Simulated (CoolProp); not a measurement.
A single-stage vapour-compression cycle with hydrogen sulfide: evaporating at 266.15 K (dew point), condensing at 313.15 K (bubble point), superheat 5 K, subcooling 0 K, compressor efficiency 0.75, no pressure losses. Each further row changes one setting.

Values from CoolProp's reference Helmholtz-energy equation of state, Lemmon 2006. It is a short technical equation, of lower accuracy than the large ones.

```json
[
 {"case": "as stated", "cooling COP": "(withheld)", "pressure ratio": "3.42", "discharge temperature (K)": "393.7", "refrigerating effect (kJ/kg)": "377", "volumetric capacity (kJ/m³)": "5250"},
 {"case": "evaporating temperature 271.15 K", "cooling COP": "3.84", "pressure ratio": "(withheld)", "discharge temperature (K)": "(withheld)", "refrigerating effect (kJ/kg)": "379", "volumetric capacity (kJ/m³)": "6110"},
 {"case": "condensing temperature 308.15 K", "cooling COP": "3.81", "pressure ratio": "3.06", "discharge temperature (K)": "(withheld)", "refrigerating effect (kJ/kg)": "389", "volumetric capacity (kJ/m³)": "5420"},
 {"case": "subcooling 5 K", "cooling COP": "(withheld)", "pressure ratio": "3.42", "discharge temperature (K)": "393.7", "refrigerating effect (kJ/kg)": "389", "volumetric capacity (kJ/m³)": "5420"},
 {"case": "superheat 15 K", "cooling COP": "3.25", "pressure ratio": "3.42", "discharge temperature (K)": "408.2", "refrigerating effect (kJ/kg)": "389", "volumetric capacity (kJ/m³)": "5160"},
 {"case": "compressor efficiency 0.65", "cooling COP": "(withheld)", "pressure ratio": "3.42", "discharge temperature (K)": "408.2", "refrigerating effect (kJ/kg)": "377", "volumetric capacity (kJ/m³)": "5250"}
]
```

### Question
Fill in the missing entries.

### Answer

- as stated, cooling COP: 3.31
- evaporating temperature 271.15 K, pressure ratio: 2.94
- evaporating temperature 271.15 K, discharge temperature (K): 383.3
- condensing temperature 308.15 K, discharge temperature (K): 381.0
- subcooling 5 K, cooling COP: 3.41
- compressor efficiency 0.65, cooling COP: 2.87
